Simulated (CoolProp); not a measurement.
The fluid at 293.15 K and 2.15 MPa is throttled through a valve to 0.1 MPa with no heat exchange. The same conditions are run with several fluids, on thermodynamics alone (safety and materials aside).

The numbers come from the reference Helmholtz-energy equation of state of each fluid (n-butane: Bücker 2006; chlorine: Thol 2021; n-perfluorobutane: Gao 2022; R134a: Tillner-Roth 1994; R11: Jacobsen 1992) in CoolProp.

```csv
fluid,temperature change (K),final phase,final density (kg/m³)
n-butane,…,"two-phase, vapour fraction 0.131",19.8
chlorine,…,"two-phase, vapour fraction 0.183",19.8
n-perfluorobutane,…,"two-phase, vapour fraction 0.260",41.8
R134a,…,"two-phase, vapour fraction 0.286",18.0
R11,…,liquid,1490
```

Problem. Fill in the missing entries.

Solution. 
- n-butane, temperature change (K): -20.8
- chlorine, temperature change (K): -54.3
- n-perfluorobutane, temperature change (K): -22.4
- R134a, temperature change (K): -46.4
- R11, temperature change (K): +0.8
